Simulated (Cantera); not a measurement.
A closed system holds: 1 mol SiO2, 0.11 mol C, 0.2 mol N2, held at 1525 K and 7.20 bar.

Equilibrium computed with Cantera from the NASA thermochemical tables; the gas is ideal and each condensed phase is pure. Candidate condensed phases: C, Si, SiC, SiO2, Si2N2O, Si3N4; 34 gas species. Mutual solubility and eutectic melting of coexisting phases are not modelled. The tables hold silica as quartz up to 1696 K and as liquid above; real silica turns to tridymite and cristobalite and melts near 1996 K. Rates play no part.

Base state: N2 0.856, CO 0.144, CO2 7.94e-5 (mole fractions); condensed: C(graphite) + SiO2(β-quartz) + Si2N2O(s).

Question: What changes in the equilibrium state with this change: pressure from 7.20 bar to 1.00 bar?

Answer: 
```json
[
 {"species": "N2", "before": "0.856", "after": "0.598"},
 {"species": "CO", "before": "0.144", "after": "0.402"},
 {"species": "CO2", "before": "7.94e-5", "after": "0.000102"},
 {"species": "C(graphite), mol", "before": "0.0782", "after": "0"},
 {"species": "SiO2(β-quartz), mol", "before": "0.979", "after": "0.927"},
 {"species": "Si2N2O(s), mol", "before": "0.0106", "after": "0.0367"}
]
```

Question: What changes in the equilibrium state with this change: 0.00069 mol H2O added?

Answer: 
| species | before | after |
|---|---|---|
| N2 | 0.856 | 0.853 |
| CO | 0.144 | 0.144 |
| H2 | 0 | 0.00307 |
| HCN | 0 | 6.43e-5 |
| CO2 | 7.94e-5 | 7.92e-5 |
| C(graphite), mol | 0.0782 | 0.0781 |
| SiO2(β-quartz), mol | 0.979 | 0.979 |
| Si2N2O(s), mol | 0.0106 | 0.0104 |
Further candidate phases: C6H6, C7H8, C8H18, H2O.
